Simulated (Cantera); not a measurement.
Cantera run:

```python
import numpy as np
import cantera as ct

gas_names = """
    H H2S Mg N2 NH3
""".split()
cond_names = """
    MgS(s) Mg(cr) Mg(L)
""".split()


# ... load() reads the species with a 1 bar reference pressure and builds the phases ...
species = {s.name: s for s in load("nasa_gas.yaml", gas_names) + load("nasa_condensed.yaml", cond_names)}
# Each term lists the table entries of one substance; the one whose range holds T is used.
reactions = {
    'MgS + 2 H(g) = H2S(g) + Mg(g)':
        [(-1, ['MgS(s)']), (-2, ['H']), (1, ['H2S']), (1, ['Mg'])],
    '3 H2S(g) + 3 Mg + N2(g) = 2 NH3(g) + 3 MgS':
        [(-3, ['H2S']), (-3, ['Mg(cr)', 'Mg(L)']), (-1, ['N2']), (2, ['NH3']), (3, ['MgS(s)'])],
}


def pick(names, T):
    return next(species[n] for n in names if species[n].thermo.min_temp <= T <= species[n].thermo.max_temp)


results = []
for label, terms in reactions.items():
    print(label)
    print("     T/K   dH/kJ  dS/(J/K)   dG/kJ   log10 K")
    for T in [300, 473, 573, 673, 773, 873, 973, 1073, 1173, 1273, 1373, 1473]:
        used = [(nu, pick(names, T)) for nu, names in terms]
        dH = sum(nu * s.thermo.h(T) for nu, s in used) / 1e6
        dS = sum(nu * s.thermo.s(T) for nu, s in used) / 1e3
        dG = dH - T * dS / 1e3
        logK = -dG * 1e6 / (ct.gas_constant * T * np.log(10))
        results.append((label, T, dH, dS, dG, logK, [s.name for _, s in used]))
        print(f"{T:8g} {dH:8.1f} {dS:8.1f} {dG:8.1f} {logK:8.2f}")
```

Result:

```
MgS + 2 H(g) = H2S(g) + Mg(g)
     T/K   dH/kJ  dS/(J/K)   dG/kJ   log10 K
     300     36.3     74.5     13.9    -2.43
     473     30.6     59.6      2.4    -0.27
     573     27.4     53.4     -3.2     0.29
     673     24.2     48.3     -8.3     0.64
     773     21.2     44.1    -12.9     0.87
     873     18.3     40.6    -17.1     1.02
     973     15.5     37.6    -21.0     1.13
    1073     12.9     35.0    -24.6     1.20
    1173     10.3     32.7    -28.0     1.25
    1273      7.8     30.6    -31.2     1.28
    1373      5.4     28.8    -34.2     1.30
    1473      3.0     27.1    -36.9     1.31
3 H2S(g) + 3 Mg + N2(g) = 2 NH3(g) + 3 MgS
     T/K   dH/kJ  dS/(J/K)   dG/kJ   log10 K
     300  -1067.6   -370.0   -956.6   166.55
     473  -1066.7   -367.9   -892.7    98.58
     573  -1065.9   -366.3   -856.0    78.03
     673  -1065.0   -364.9   -819.5    63.60
     773  -1064.4   -364.0   -783.0    52.91
     873  -1064.0   -363.5   -746.6    44.67
     973  -1089.4   -391.0   -708.9    38.06
    1073  -1089.8   -391.5   -669.8    32.61
    1173  -1090.2   -391.7   -630.6    28.08
    1273  -1090.3   -391.9   -591.5    24.27
    1373  -1090.4   -391.9   -552.3    21.01
    1473  -1090.3   -391.9   -513.1    18.19
```

Source: NASA polynomial tables (part measured, part estimated), evaluated in Cantera. Condensed species are held in their standard states even where they would react or evaporate.
